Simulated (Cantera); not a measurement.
**N2O furnace oxynitridation**

An isothermal, constant-pressure homogeneous reactor starts with 93.3 % N₂O, 6.72 % H₂O, at 1150 K and 100.0 Torr.

Cantera simulation using GRI-Mech 3.0 (53 species, 325 reactions); the numbers are that mechanism's predictions, not measurements. GRI-Mech 3.0 was tuned for natural gas; its chemistry of N2O as a main component is partial and can be far from experiment. The mechanism lacks the step 2 NO + O2 → 2 NO2, which can matter for NO2 below about 1400 K. The temperature is held fixed by assumption; the heat of reaction is taken as removed at once.

```json
[
 {"t (s)": "4.00e-5", "x N₂O": "0.933", "x H₂O": "0.0672", "x NO": "3.59e-8", "x O₂": "1.92e-7", "x H₂": "<1e-12", "x H₂O₂": "<1e-12"},
 {"t (s)": "8.92e-5", "x N₂O": "0.933", "x H₂O": "0.0672", "x NO": "1.39e-7", "x O₂": "7.43e-7", "x H₂": "<1e-12", "x H₂O₂": "<1e-12"},
 {"t (s)": "0.000199", "x N₂O": "0.933", "x H₂O": "0.0672", "x NO": "4.46e-7", "x O₂": "2.38e-6", "x H₂": "3.96e-12", "x H₂O₂": "<1e-12"},
 {"t (s)": "0.000443", "x N₂O": "0.933", "x H₂O": "0.0672", "x NO": "1.19e-6", "x O₂": "6.33e-6", "x H₂": "3.79e-11", "x H₂O₂": "5.96e-12"},
 {"t (s)": "0.000988", "x N₂O": "0.933", "x H₂O": "0.0672", "x NO": "2.84e-6", "x O₂": "1.52e-5", "x H₂": "2.75e-10", "x H₂O₂": "9.55e-11"},
 {"t (s)": "0.00220", "x N₂O": "0.933", "x H₂O": "0.0672", "x NO": "6.52e-6", "x O₂": "3.50e-5", "x H₂": "1.59e-9", "x H₂O₂": "1.91e-9"},
 {"t (s)": "0.00491", "x N₂O": "0.933", "x H₂O": "0.0672", "x NO": "1.45e-5", "x O₂": "8.01e-5", "x H₂": "7.34e-9", "x H₂O₂": "3.13e-8"},
 {"t (s)": "0.0110", "x N₂O": "0.932", "x H₂O": "0.0671", "x NO": "3.08e-5", "x O₂": "0.000184", "x H₂": "2.49e-8", "x H₂O₂": "1.42e-7"},
 {"t (s)": "0.0244", "x N₂O": "0.931", "x H₂O": "0.0671", "x NO": "6.25e-5", "x O₂": "0.000418", "x H₂": "5.89e-8", "x H₂O₂": "1.36e-7"},
 {"t (s)": "0.0545", "x N₂O": "0.930", "x H₂O": "0.0671", "x NO": "0.000125", "x O₂": "0.000939", "x H₂": "9.68e-8", "x H₂O₂": "8.93e-8"},
 {"t (s)": "0.121", "x N₂O": "0.926", "x H₂O": "0.0670", "x NO": "0.000256", "x O₂": "0.00210", "x H₂": "9.83e-8", "x H₂O₂": "5.91e-8"},
 {"t (s)": "0.271", "x N₂O": "0.918", "x H₂O": "0.0668", "x NO": "0.000557", "x O₂": "0.00466", "x H₂": "6.51e-8", "x H₂O₂": "3.71e-8"},
 {"t (s)": "0.604", "x N₂O": "0.900", "x H₂O": "0.0664", "x NO": "0.00128", "x O₂": "0.0103", "x H₂": "4.18e-8", "x H₂O₂": "2.11e-8"},
 {"t (s)": "1.35", "x N₂O": "0.862", "x H₂O": "0.0655", "x NO": "0.00295", "x O₂": "0.0223", "x H₂": "3.06e-8", "x H₂O₂": "1.25e-8"},
 {"t (s)": "3.00", "x N₂O": "0.785", "x H₂O": "0.0638", "x NO": "0.00642", "x O₂": "0.0467", "x H₂": "2.58e-8", "x H₂O₂": "9.23e-9"}
]
```
x: mole fraction; the columns are a selection and need not sum to one.

Equilibrium at this temperature and pressure: N₂O 3.47e-9, H₂O 0.0458, NO 0.000146, O₂ 0.318, H₂ 9.62e-10, H₂O₂ 1.42e-10 (gas phase only).
